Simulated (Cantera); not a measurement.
## Low-pressure radical oxidation in H2/O2

An isothermal, constant-pressure homogeneous reactor starts with 21.3 % H₂, 78.7 % O₂, at 1300 K and 0.00286 atm.

Model: the H2/O2 subset of GRI-Mech 3.0, which has no nitrogen chemistry, integrated in Cantera. Radical loss at walls, strong at low pressure, is not modelled. The temperature is held fixed by assumption; the heat of reaction is taken as removed at once.

```csv
t (s),x H₂,x O₂,x H₂O₂,x H₂O,x HO₂,x O,x OH
1.00e-5,0.213,0.787,<1e-12,3.13e-12,1.91e-9,5.76e-11,5.64e-11
7.50e-5,0.213,0.787,4.53e-12,1.05e-9,1.44e-8,2.69e-9,2.35e-9
0.000562,0.213,0.787,2.51e-10,3.08e-7,1.07e-7,1.59e-7,1.12e-7
0.00422,0.0256,0.674,8.85e-8,0.142,1.46e-6,0.0683,0.0176
0.0316,0.0101,0.665,6.05e-8,0.166,1.51e-6,0.0820,0.0137
0.237,0.00627,0.710,7.46e-8,0.201,1.65e-6,0.0448,0.0111
1.78,0.000334,0.759,3.50e-8,0.236,6.06e-7,0.00218,0.00264
13.3,8.70e-6,0.762,4.50e-9,0.238,4.05e-8,5.67e-5,0.000428
100,7.12e-7,0.762,7.96e-10,0.238,2.96e-8,4.65e-6,0.000123
```
x: mole fraction; the columns are a selection and need not sum to one.

Equilibrium at this temperature and pressure: H₂ 4.42e-7, O₂ 0.762, H₂O₂ 6.13e-10, H₂O 0.238, HO₂ 3.52e-8, O 2.89e-6, OH 9.66e-5 (gas phase only).
